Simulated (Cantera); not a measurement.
# SiH2Cl2 + NH3 (silicon nitride deposition)

A closed system holds: 1 mol SiH2Cl2, a varied amount of NH3, held at 1823 K and 13.3 mbar.

These are equilibrium values from Cantera (NASA tables, ideal gas, pure condensed phases), not measurements of a reactor. Candidate condensed phases: NH4Cl, Si, Si3N4; 28 gas species. The tables' values for SiCl3, SiCl are old estimates; treat these amounts as uncertain. Gases not in the tables: Si2H6 and higher silanes. The numbers say what is thermodynamically allowed, not how fast it happens.

```json
[
 {"n(NH3) (mol)": "1.3", "log p H2": "-2.13", "log p N2": "-2.73", "log p HCl": "-2.67", "log p SiCl2": "-2.75", "log p H": "-4.43", "n Si(l)": "0.367"},
 {"n(NH3) (mol)": "2.2", "log p H2": "-2.10", "log p N2": "-2.64", "log p HCl": "-2.75", "log p SiCl2": "-2.93", "log p H": "-4.41", "n Si(l)": "0.426"},
 {"n(NH3) (mol)": "3.6", "log p H2": "-2.07", "log p N2": "-2.58", "log p HCl": "-2.84", "log p SiCl2": "-3.14", "log p H": "-4.40", "n Si(l)": "0.492"},
 {"n(NH3) (mol)": "6", "log p H2": "-2.05", "log p N2": "-2.55", "log p HCl": "-2.96", "log p SiCl2": "-3.40", "log p H": "-4.39", "n Si(l)": "0.569"},
 {"n(NH3) (mol)": "9.8", "log p H2": "-2.03", "log p N2": "-2.52", "log p HCl": "-3.09", "log p SiCl2": "-3.68", "log p H": "-4.38", "n Si(l)": "0.644"},
 {"n(NH3) (mol)": "16", "log p H2": "-2.02", "log p N2": "-2.50", "log p HCl": "-3.24", "log p SiCl2": "-3.99", "log p H": "-4.37", "n Si(l)": "0.716"},
 {"n(NH3) (mol)": "26", "log p H2": "-2.02", "log p N2": "-2.49", "log p HCl": "-3.41", "log p SiCl2": "-4.32", "log p H": "-4.37", "n Si(l)": "0.776"},
 {"n(NH3) (mol)": "43", "log p H2": "-2.01", "log p N2": "-2.49", "log p HCl": "-3.59", "log p SiCl2": "-4.69", "log p H": "-4.37", "n Si(l)": "0.819"}
]
```
log p: log10 of the partial pressure in bar; n: condensed amount in mol.

From 1.3 mol NH3 to 43 mol NH3 the condensed part is Si(l). The main Si-bearing gas is SiCl2 throughout. The share of Si in condensed phases is highest at 43 mol NH3 (81.9 %) and lowest at 1.3 mol NH3 (36.7 %).
